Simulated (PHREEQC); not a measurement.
0.61 g of hydrous ferric oxide (600 m²/g; 0.2 weak and 0.005 strong sites per Fe, Dzombak-Morel constants, diffuse double layer) in 1 kg of water with 0.005 mol/kgw of an inert sodium salt and 7.5e-06 mol/kgw CaCl2 and 0.00069 mol/kgw Na2SeO3, at 25 °C; the pH is set by adding NaOH or the inert anion's acid. No oxygen is let in. The system is closed to CO2. Nothing may precipitate in this run.

All values are PHREEQC results (ion-association model, wateq4f.dat), not measurements.

```
pH   Ca sorbed (%)  Se sorbed (%)  surface charge σ (C/m²)  surface potential ψ (mV)
---  -------------  -------------  -----------------------  ------------------------
3              0.0           85.6                    0.057                       124
3.5            0.0           89.4                    0.042                       111
4              0.0           91.3                    0.031                        98
4.5            0.0           92.0                    0.023                        84
5              0.1           91.5                    0.017                        68
5.5            0.5            [?]                    0.011                        51
6              2.7            [?]                    0.006                        33
6.5           14.5           82.4                    0.002                        13
7             48.7           76.5                   -0.001                        -6
7.5            [?]           68.5                      [?]                       -25
8             96.2           57.9                   -0.009                       -43
8.5           99.1           43.8                   -0.014                       -59
9             99.7           27.6                   -0.019                       -73
```

Q: Complete the blanks.

A: 
- 5.5, Se sorbed (%): 89.8
- 6, Se sorbed (%): 86.8
- 7.5, Ca sorbed (%): 83.5
- 7.5, surface charge σ (C/m²): -0.005

Species that the database lacks are ignored. The database's selenite sorption wasn't checked against measurements; a fall in acid may be a fault of its surface constants. The oxide is taken as insoluble; below pH 4 it would dissolve.
